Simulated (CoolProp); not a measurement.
Properties of chlorine along the isotherm -24.35 °C.

Values from CoolProp's reference Helmholtz-energy equation of state, Thol 2021.

| p (MPa) | phase | density (kg/m³) | cp (kJ/(kg K)) | speed of sound (m/s) | expansivity (1/kK) | fugacity coefficient |
|---|---|---|---|---|---|---|
| 0.764 | liquid | 1538 | 0.9435 | 1023 | 1.813 | 0.1947 |
| 1.53 | liquid | 1540 | 0.9423 | 1026 | 1.803 | 0.09887 |
| 2.29 | liquid | 1541 | 0.9412 | 1030 | 1.794 | 0.06719 |
| 3.06 | liquid | 1542 | 0.9401 | 1033 | 1.784 | 0.05115 |
| 3.82 | liquid | 1544 | 0.9390 | 1036 | 1.775 | 0.04167 |
| 4.59 | liquid | 1545 | 0.9380 | 1039 | 1.766 | 0.03528 |
| 5.35 | liquid | 1546 | 0.9370 | 1042 | 1.757 | 0.03078 |
| 6.11 | liquid | 1548 | 0.9359 | 1045 | 1.748 | 0.02741 |
| 6.88 | liquid | 1549 | 0.9349 | 1048 | 1.740 | 0.02476 |
| 7.64 | liquid | 1550 | 0.9340 | 1051 | 1.731 | 0.02268 |
| 8.41 | liquid | 1552 | 0.9330 | 1054 | 1.723 | 0.02095 |
| 9.17 | liquid | 1553 | 0.9321 | 1057 | 1.715 | 0.01954 |
| 9.94 | liquid | 1554 | 0.9312 | 1060 | 1.706 | 0.01834 |
| 10.7 | liquid | 1555 | 0.9303 | 1063 | 1.699 | 0.01732 |
| 11.5 | liquid | 1557 | 0.9293 | 1066 | 1.690 | 0.01640 |
